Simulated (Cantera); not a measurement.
**SiH₄ + NH₃ (silicon nitride deposition)**

Input: 1 mol SiH₄, 1.3 mol NH₃, held at 1475 °C and 5.50 mbar.

Method: chemical equilibrium by Gibbs-energy minimisation in Cantera with the NASA 1993 tables (ideal gas, pure condensed phases). Candidate condensed phases: Si, Si₃N₄; 18 gas species. Gases not in the tables: Si₂H₆ and higher silanes. Equilibrium is a limit: real reactors are often held back by kinetics, nucleation or transport.

| Quantity | Result |
|---|---|
| x(H₂) | 0.856 |
| x(N₂) | 0.141 |
| x(H) | 0.00285 |
| x(Si) | 0.000265 |
| x(SiH) | 2.42e-5 |
| x(SiH₂) | 1.76e-5 |
| x(Si₂N) | 6.53e-6 |
| x(SiN) | 3.83e-6 |
| x(Si₂) | 1.36e-6 |
| n(Si(l)) | 0.998 mol |
| gas amount | 4.608 mol |
